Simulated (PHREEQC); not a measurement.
A solution holds 0.95 mmol/kgw NaF, at 45 °C. Closed to the air; pH follows from the charge balance.

All values are PHREEQC results (ion-association model, phreeqc.dat), not measurements.

Precipitation was switched off in this run.

Problem. What pH does the model give?

Solution. pH 6.93.

Away from 25 °C the constants follow the database's enthalpies or fits; those with neither stay at their 25 °C values.
